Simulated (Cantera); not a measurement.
An isothermal, constant-pressure homogeneous reactor starts with H2 : O2 : N2 = 1.1 : 1 : 14 (molar parts), equivalence ratio 0.55, at 1050 K and 15000 Pa.

Detailed kinetics in Cantera: the H2/O2 subset of GRI-Mech 3.0, which has no nitrogen chemistry. The temperature is held fixed by assumption; the heat of reaction is taken as removed at once.

x: mole fraction; the columns are a selection and need not sum to one.

```json
[
 {"t (s)": "2.00e-5", "x H2": "0.0683", "x O2": "0.0621", "x HO2": "3.44e-11", "x H2O2": "<1e-12", "x H2O": "1.74e-12"},
 {"t (s)": "6.91e-5", "x H2": "0.0683", "x O2": "0.0621", "x HO2": "1.21e-10", "x H2O2": "<1e-12", "x H2O": "3.93e-11"},
 {"t (s)": "0.000239", "x H2": "0.0683", "x O2": "0.0621", "x HO2": "4.91e-10", "x H2O2": "<1e-12", "x H2O": "1.17e-9"},
 {"t (s)": "0.000825", "x H2": "0.0683", "x O2": "0.0621", "x HO2": "4.34e-8", "x H2O2": "6.70e-11", "x H2O": "6.10e-7"},
 {"t (s)": "0.00285", "x H2": "0.00578", "x O2": "0.0333", "x HO2": "4.49e-6", "x H2O2": "___", "x H2O": "0.0559"},
 {"t (s)": "0.00985", "x H2": "0.000441", "x O2": "0.0291", "x HO2": "3.21e-6", "x H2O2": "___", "x H2O": "0.0701"},
 {"t (s)": "0.0340", "x H2": "3.01e-5", "x O2": "0.0289", "x HO2": "8.26e-7", "x H2O2": "___", "x H2O": "0.0707"},
 {"t (s)": "0.118", "x H2": "2.27e-6", "x O2": "0.0289", "x HO2": "1.06e-7", "x H2O2": "___", "x H2O": "0.0707"},
 {"t (s)": "0.406", "x H2": "2.27e-7", "x O2": "0.0289", "x HO2": "1.60e-8", "x H2O2": "___", "x H2O": "0.0707"},
 {"t (s)": "1.40", "x H2": "3.92e-8", "x O2": "0.0289", "x HO2": "3.41e-9", "x H2O2": "___", "x H2O": "0.0707"},
 {"t (s)": "4.85", "x H2": "9.21e-9", "x O2": "0.0289", "x HO2": "9.01e-10", "x H2O2": "5.84e-10", "x H2O": "0.0707"},
 {"t (s)": "16.8", "x H2": "2.48e-9", "x O2": "0.0289", "x HO2": "3.16e-10", "x H2O2": "1.68e-10", "x H2O": "0.0707"},
 {"t (s)": "57.9", "x H2": "7.79e-10", "x O2": "0.0289", "x HO2": "2.13e-10", "x H2O2": "5.31e-11", "x H2O": "0.0707"},
 {"t (s)": "200", "x H2": "4.14e-10", "x O2": "0.0289", "x HO2": "2.32e-10", "x H2O2": "2.61e-11", "x H2O": "0.0707"}
]
```

What belongs in the gaps?


- 0.00285, x H2O2: 3.34e-7
- 0.00985, x H2O2: 4.96e-7
- 0.0340, x H2O2: 1.89e-7
- 0.118, x H2O2: 4.09e-8
- 0.406, x H2O2: 8.67e-9
- 1.40, x H2O2: 2.14e-9
